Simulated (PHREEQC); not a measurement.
Dissolve 0.29 mol ZnSO4 per kg of water at 30 °C. Closed to the air; pH follows from the charge balance.

Equilibrium calculation in PHREEQC: ion-association model, wateq4f.dat.

Precipitation was switched off in this run.

**Question.** Order these Zn species by the share of Zn that they hold, largest first: Zn+2, ZnSO4, Zn(SO4)2-2.

**Answer.** Zn+2 (45 %), ZnSO4 (37 %), Zn(SO4)2-2 (18 %)

The pH is 5.38 and the ionic strength 0.522 mol/kgw.
